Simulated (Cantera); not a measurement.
Feed: 1 mol SiH2Cl2, 620 mol H2, at 1777 °C and 100000 Pa.

Cantera equilibrium calculation (NASA polynomials, part measured and part estimated; ideal gas, pure solids and liquids). Candidate condensed phases: Si; 19 gas species. Gases not in the tables: Si2H6 and higher silanes. Rates play no part.

Base state: H2 0.994, HCl 0.00315, H 0.00226, SiH2 0.000139, Si 7.73e-5, SiH 4.66e-5, SiCl2 2.26e-5 (mole fractions); condensed: Si(l).

### Question
What changes in the equilibrium state with this change: temperature from 1777 °C to 1300 °C?

### Answer
```csv
species,before,after
H2,0.994,0.997
HCl,0.00315,0.00314
H,0.00226,4.07e-5
SiH2,0.000139,3.66e-6
SiCl2,2.26e-5,3.36e-5
Si,7.73e-5,5.52e-8
SiH,4.66e-5,1.33e-7
"Si(l), mol",0.816,0
"Si(s), mol",0,0.975
```
